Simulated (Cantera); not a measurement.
## Transport properties of process gases

Gas mixture: 58.6 % CH3OH, 41.4 % H2O, at 10.00 Torr, frozen composition.

Cantera's kinetic-theory transport with the Lennard-Jones parameters of GRI-Mech 3.0, ideal gas; thermal conductivity in the mixture-averaged form. Polar gases are described roughly by these parameters. The composition is frozen, though it would react at the higher temperatures.

```csv
T (K),ρ (kg/m³),cp (J/kg/K),μ (µPa s),λ (mW/m/K),Pr,D (cm²/s) H,D (cm²/s) OH,D (cm²/s) CH3
400,0.0105,1689,13.5,31.6,0.721,137,36.6,24.7
650,0.00647,2166,22.1,64.5,0.741,337,87.7,60.8
900,0.00467,2522,30.1,102,0.747,601,154,109
1150,0.00366,2814,37.4,140,0.754,920,235,166
1400,0.00300,3030,44.1,177,0.754,1290,327,233
1650,0.00255,3194,50.3,214,0.752,1700,431,308
1900,0.00221,3319,56.1,248,0.749,2160,545,390
2150,0.00196,3415,61.5,281,0.746,2660,670,480
2400,0.00175,3488,66.7,313,0.744,3200,805,577
```
D: mixture-averaged diffusion coefficient of that species in the mixture.
